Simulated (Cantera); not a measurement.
Input: 1 mol n-butane, 0.026 mol CO2, 0.24 mol N2, 0.059 mol H2O, at 1398 K and 690 Torr.

Cantera equilibrium calculation (NASA polynomials, part measured and part estimated; ideal gas, pure solids and liquids). Candidate condensed phases: C, C6H6, C7H8, C8H18, H2O; 136 gas species. Rates play no part.

Base state: H2 0.931, N2 0.0445, CO 0.0205, CH4 0.00349, HCN 9.94e-5, H2O 6.66e-5, NH3 1.50e-5 (mole fractions); condensed: C(graphite).

Task: What changes in the equilibrium state with this change: temperature from 1398 K to 1350 K?

Result: 
```json
[
 {"species": "H2", "before": "0.931", "after": "0.930"},
 {"species": "N2", "before": "0.0445", "after": "0.0445"},
 {"species": "CO", "before": "0.0205", "after": "0.0205"},
 {"species": "CH4", "before": "0.00349", "after": "0.00459"},
 {"species": "H2O", "before": "6.66e-5", "after": "0.000101"},
 {"species": "HCN", "before": "9.94e-5", "after": "6.63e-5"},
 {"species": "NH3", "before": "1.50e-5", "after": "1.78e-5"},
 {"species": "C(graphite), mol", "before": "3.90", "after": "3.89"}
]
```
